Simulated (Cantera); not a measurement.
Mixture: 5.69 % CO, 0.279 % H₂, 4.27 % CH₄, 20.9 % O₂, 68.9 % N₂, equivalence ratio 0.55, at 0.740 atm, adiabatic and at constant volume. Ignition delay is the time to a rise of 400 K.

Model: GRI-Mech 3.0 (53 species, 325 reactions), integrated in Cantera. Below about 1000 K GRI-Mech 3.0 lacks low-temperature oxidation paths. Below about 950 K walls govern HO2 and H2O2 in real vessels.

**Question.** Predict: delay at 873 K; delay at 948 K; delay at 1023 K; delay at 1098 K; delay at 1173 K; delay at 1248 K; apparent activation energy between 1098 and 1248 K.

**Answer.** 
```
Property                                                Result
--------------------------------------------------  ----------
delay at 873 K                                          1.39 s
delay at 948 K                                         0.388 s
delay at 1023 K                                        0.157 s
delay at 1098 K                                        58.4 ms
delay at 1173 K                                        21.3 ms
delay at 1248 K                                        8.15 ms
apparent activation energy between 1098 and 1248 K  150 kJ/mol
```
